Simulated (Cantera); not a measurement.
A closed system holds: 1 mol C₃H₆, 1.9 mol NH₃, 6.7 mol N₂, at 548.15 K and 100 Torr.

Equilibrium computed with Cantera from the NASA thermochemical tables; the gas is ideal and each condensed phase is pure. Candidate condensed phases: C, C₆H₆, C₇H₈, C₈H₁₈; 92 gas species. Kinetics and transport are ignored.

Base state: N₂ 0.701, CH₄ 0.236, H₂ 0.0628, NH₃ 0.000192 (mole fractions); condensed: C(graphite).

What changes in the equilibrium state with this change: temperature from 548.15 K to 623.15 K?


```csv
species,before,after
N₂,0.701,0.665
CH₄,0.236,0.174
H₂,0.0628,0.160
NH₃,0.000192,0.000198
"C(graphite), mol",0.419,0.999
```

What changes in the equilibrium state with this change: temperature from 548.15 K to 1250 K?


```
species             before     after
----------------  --------  --------
N₂                   0.701     0.567
H₂                  0.0628     0.433
CH₄                  0.236  0.000275
HCN                  <1e-9   6.28e-5
NH₃               0.000192   4.36e-6
C(graphite), mol     0.419      3.00
```
